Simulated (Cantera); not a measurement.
A closed system holds: 1 mol SiCl4, 1.2 mol Cl2, 5.2 mol H2, 0.78 mol HCl, held at 1100 °C and 7.40 bar.

Method: chemical equilibrium by Gibbs-energy minimisation in Cantera with the NASA 1993 tables (ideal gas, pure condensed phases). Candidate condensed phases: Si; 19 gas species. The tables' values for SiCl3 are old estimates; treat these amounts as uncertain. The numbers say what is thermodynamically allowed, not how fast it happens.

Base state: H2 0.478, HCl 0.400, SiCl4 0.111, SiHCl3 0.00839, SiCl3 0.00250, SiCl2 0.000260, SiH2Cl2 9.39e-5 (mole fractions); condensed: gas only.

Problem. What changes in the equilibrium state with this change: HCl from 0.78 to 2.6 mol?

Solution. 
| species | before | after |
|---|---|---|
| HCl | 0.400 | 0.506 |
| H2 | 0.478 | 0.394 |
| SiCl4 | 0.111 | 0.0936 |
| SiH2Cl2 | 9.39e-5 | 3.36e-5 |
| SiCl2 | 0.000260 | 0.000113 |
| SiHCl3 | 0.00839 | 0.00461 |
